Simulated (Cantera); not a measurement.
An isothermal, constant-pressure homogeneous reactor starts with 8.17 % H2, 91.8 % O2, equivalence ratio 0.044, at 1100 K and 26.3 Torr.

Model: the H2/O2 subset of GRI-Mech 3.0, which has no nitrogen chemistry, integrated in Cantera. Radical loss at walls, strong at low pressure, is not modelled. The temperature is held fixed by assumption; the heat of reaction is taken as removed at once.

x: mole fraction; the columns are a selection and need not sum to one.

```json
[
 {"t (s)": "0.000100", "x H2": "0.0817", "x O2": "0.918", "x O": "2.74e-9", "x H2O2": "<1e-12", "x H2O": "3.14e-9", "x H": "2.64e-9", "x HO2": "2.35e-9"},
 {"t (s)": "0.000214", "x H2": "0.0817", "x O2": "0.918", "x O": "2.37e-8", "x H2O2": "3.72e-12", "x H2O": "3.86e-8", "x H": "1.93e-8", "x HO2": "5.46e-9"},
 {"t (s)": "0.000459", "x H2": "0.0817", "x O2": "0.918", "x O": "1.40e-6", "x H2O2": "3.00e-11", "x H2O": "2.53e-6", "x H": "1.11e-6", "x HO2": "4.46e-8"},
 {"t (s)": "0.000983", "x H2": "0.0679", "x O2": "0.909", "x O": "0.00522", "x H2O2": "(withheld)", "x H2O": "0.0103", "x H": "0.00468", "x HO2": "1.18e-5"},
 {"t (s)": "0.00211", "x H2": "0.00219", "x O2": "0.882", "x O": "0.0267", "x H2O2": "4.70e-7", "x H2O": "0.0730", "x H": "0.0124", "x HO2": "1.77e-5"},
 {"t (s)": "0.00451", "x H2": "0.000841", "x O2": "0.901", "x O": "0.0116", "x H2O2": "4.54e-7", "x H2O": "0.0810", "x H": "0.00314", "x HO2": "1.48e-5"},
 {"t (s)": "0.00966", "x H2": "0.000232", "x O2": "0.911", "x O": "0.00323", "x H2O2": "(withheld)", "x H2O": "0.0840", "x H": "0.000436", "x HO2": "9.48e-6"},
 {"t (s)": "0.0207", "x H2": "5.11e-5", "x O2": "0.914", "x O": "0.000726", "x H2O2": "(withheld)", "x H2O": "0.0848", "x H": "4.55e-5", "x HO2": "4.43e-6"},
 {"t (s)": "0.0443", "x H2": "1.09e-5", "x O2": "0.915", "x O": "0.000163", "x H2O2": "(withheld)", "x H2O": "0.0851", "x H": "4.84e-6", "x HO2": "1.63e-6"},
 {"t (s)": "0.0950", "x H2": "2.58e-6", "x O2": "0.915", "x O": "4.11e-5", "x H2O2": "(withheld)", "x H2O": "0.0851", "x H": "6.17e-7", "x HO2": "5.44e-7"},
 {"t (s)": "0.203", "x H2": "7.03e-7", "x O2": "0.915", "x O": "1.21e-5", "x H2O2": "(withheld)", "x H2O": "0.0852", "x H": "9.81e-8", "x HO2": "1.85e-7"},
 {"t (s)": "0.436", "x H2": "2.22e-7", "x O2": "0.915", "x O": "4.04e-6", "x H2O2": "(withheld)", "x H2O": "0.0852", "x H": "1.90e-8", "x HO2": "6.78e-8"},
 {"t (s)": "0.934", "x H2": "7.87e-8", "x O2": "0.915", "x O": "1.50e-6", "x H2O2": "(withheld)", "x H2O": "0.0852", "x H": "4.30e-9", "x HO2": "2.68e-8"},
 {"t (s)": "2.00", "x H2": "3.04e-8", "x O2": "0.915", "x O": "5.98e-7", "x H2O2": "(withheld)", "x H2O": "0.0852", "x H": "1.08e-9", "x HO2": "1.15e-8"}
]
```

Q: What belongs in the gaps?

A: 
- 0.000983, x H2O2: 2.61e-7
- 0.00966, x H2O2: 4.03e-7
- 0.0207, x H2O2: 2.91e-7
- 0.0443, x H2O2: 1.70e-7
- 0.0950, x H2O2: 8.74e-8
- 0.203, x H2O2: 4.24e-8
- 0.436, x H2O2: 2.01e-8
- 0.934, x H2O2: 9.49e-9
- 2.00, x H2O2: 4.47e-9
